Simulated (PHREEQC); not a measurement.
Make-up at 25 °C and 300 atm: 0.002 mol/kgw Cu(NO3)2 and 0.011 mol/kgw FeCl3. Closed to the air; pH follows from the charge balance.

The numbers come from PHREEQC with the ion-association model, phreeqc.dat.

Precipitation was switched off in this run.

Q: Predict the pH, ionic strength.

A: pH 2.29; ionic strength 0.0604 mol/kgw.

Q: In which forms is Cu present?

A: Cu+2 96 %, CuCl+ 3.5 % of the Cu.

Examples of supersaturated solids here: Hematite (slow to form), Goethite (slow to form). Others may be too. Under pressure, the constants of complexes without a molar volume in the database are unreliable.
